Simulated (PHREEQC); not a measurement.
Model water analysis in mg/kgw, 25 °C, pH 8.08, pe -0.4: Na 34; K 0.00312; Ca 47; Mg 2.13; Cl 85.9; S(6) as SO4 30; Alkalinity as HCO3 49.4; F 0.0827; Mn(2) 2.38; Li 0.219; Si as SiO2 0.489.

Na is adjusted to close the charge balance.
Valence states are taken as typed.

All values are PHREEQC results (ion-association model, phreeqc.dat), not measurements.

Question: The ionic strength comes out as 0.00528 mol/kgw. What activity coefficients do NaSO4-, Cl-, Na+, OH-, Mn+2 get?

Answer: NaSO4- 0.93, Cl- 0.92, Na+ 0.93, OH- 0.92, Mn+2 0.74.

Precipitation was switched off in this run. The solution is supersaturated, for example in Rhodochrosite, so a real one may precipitate; this is no full list. Species that the database lacks are ignored. SiF6-2 is the database's only silicon fluoride.
